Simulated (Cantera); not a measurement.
**Ignition delay**

Mixture: 12.6 % H2, 11.2 % O2, 76.2 % N2, equivalence ratio 0.56, at 750 Torr, adiabatic and at constant pressure. Ignition delay is the time to a rise of 400 K.

Cantera simulation using the H2/O2 subset of GRI-Mech 3.0, which has no nitrogen chemistry; the numbers are that mechanism's predictions, not measurements. Where the delays flatten at high temperature, the 400 K rule measures the pace of heat release, not the induction time.

| T0 (K) | delay (ms) |
|---|---|
| 1275 | 0.0680 |
| 1350 | 0.0589 |
| 1425 | 0.0551 |
| 1500 | 0.0548 |
| 1575 | 0.0568 |
| 1650 | 0.0607 |
| 1725 | 0.0662 |
